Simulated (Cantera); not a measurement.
A perfectly stirred reactor is fed with CH4 : H2 : O2 : N2 : CO2 = 1 : 0.41 : 5.01 : 18.8 : 0.11 (molar parts), at 6.91 atm; it is adiabatic with a 400 K inlet, and is followed from long to short residence time, starting on the burning branch (τ in s: 0.33, 0.13, 0.049, 0.019, 0.0072, 0.0028, 0.0011, 0.00041, 0.00016, 6.1e-05, 2.3e-05, 9e-06, 3.5e-06).

Cantera simulation using GRI-Mech 3.0 (53 species, 325 reactions); the numbers are that mechanism's predictions, not measurements.

Problem. Predict: blow-out, bracketed by the residence times tried; x(CH4) at τ = 0.330 s; x(H2) at τ = 0.330 s; x(O2) at τ = 0.330 s; x(CO) at τ = 0.330 s; x(CH2CO) at τ = 0.330 s; x(CH4) at τ = 1.10 ms; x(H2) at τ = 1.10 ms; x(O2) at τ = 1.10 ms.

Solution. 
```json
{
 "blow_out_bracketed_by_the_residence_times_tried": "burning at 7.20 ms, out at 2.80 ms",
 "x(CH4) at τ = 0.330 s": "1.47e-5",
 "x(H2) at τ = 0.330 s": "8.16e-6",
 "x(O2) at τ = 0.330 s": "0.112",
 "x(CO) at τ = 0.330 s": "0.000116",
 "x(CH2CO) at τ = 0.330 s": "2.64e-8",
 "x(CH4) at τ = 1.10 ms": "0.0395",
 "x(H2) at τ = 1.10 ms": "0.0162",
 "x(O2) at τ = 1.10 ms": "0.198"
}
```
